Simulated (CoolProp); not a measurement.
n-octane at 295.96 K and 13.6 MPa is throttled through a valve to 4.29 MPa with no heat exchange. Each further row changes one setting.

Model: reference Helmholtz-energy equation of state, Beckmüller 2019, in CoolProp.

```csv
case,temperature change (K),final density (kg/m³)
as stated,+4.0,701
outlet pressure 1.29 MPa,+5.3,697
outlet pressure 5.58 MPa,+3.5,702
```
